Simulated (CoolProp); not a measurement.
Propylene glycol along the isotherm 346.85 °C: density (kg/m³) from the reference equation and from simpler models built on Tc = 400.8 °C, pc = 72.92 bar, ω = 0.327; each cubic takes its own stable root.

Computed with CoolProp (reference Helmholtz-energy equation of state, Eisenbach 2021).

```json
[
 {"p (bar)": "0.346", "phase": "gas", "reference": "0.5118", "Redlich-Kwong": "0.5118", "Soave-Redlich-Kwong": "0.5118"},
 {"p (bar)": "0.522", "phase": "gas", "reference": "0.7730", "Redlich-Kwong": "0.7729", "Soave-Redlich-Kwong": "0.7731"},
 {"p (bar)": "0.787", "phase": "gas", "reference": "1.167", "Redlich-Kwong": "1.167", "Soave-Redlich-Kwong": "1.167"},
 {"p (bar)": "1.19", "phase": "gas", "reference": "1.770", "Redlich-Kwong": "1.769", "Soave-Redlich-Kwong": "1.770"},
 {"p (bar)": "1.79", "phase": "gas", "reference": "2.672", "Redlich-Kwong": "2.671", "Soave-Redlich-Kwong": "2.672"},
 {"p (bar)": "2.7", "phase": "gas", "reference": "4.054", "Redlich-Kwong": "4.051", "Soave-Redlich-Kwong": "4.054"},
 {"p (bar)": "4.08", "phase": "gas", "reference": "6.182", "Redlich-Kwong": "6.175", "Soave-Redlich-Kwong": "6.182"},
 {"p (bar)": "6.15", "phase": "gas", "reference": "9.451", "Redlich-Kwong": "9.432", "Soave-Redlich-Kwong": "9.449"},
 {"p (bar)": "9.28", "phase": "gas", "reference": "14.58", "Redlich-Kwong": "14.53", "Soave-Redlich-Kwong": "14.57"},
 {"p (bar)": "14", "phase": "gas", "reference": "22.83", "Redlich-Kwong": "22.67", "Soave-Redlich-Kwong": "22.79"},
 {"p (bar)": "21.1", "phase": "gas", "reference": "36.70", "Redlich-Kwong": "36.17", "Soave-Redlich-Kwong": "36.49"},
 {"p (bar)": "48.1", "phase": "liquid", "reference": "676.8", "Redlich-Kwong": "563.6", "Soave-Redlich-Kwong": "605.1"},
 {"p (bar)": "72.5", "phase": "liquid", "reference": "688.9", "Redlich-Kwong": "599.2", "Soave-Redlich-Kwong": "631.0"},
 {"p (bar)": "109", "phase": "liquid", "reference": "704.1", "Redlich-Kwong": "635.1", "Soave-Redlich-Kwong": "660.1"}
]
```
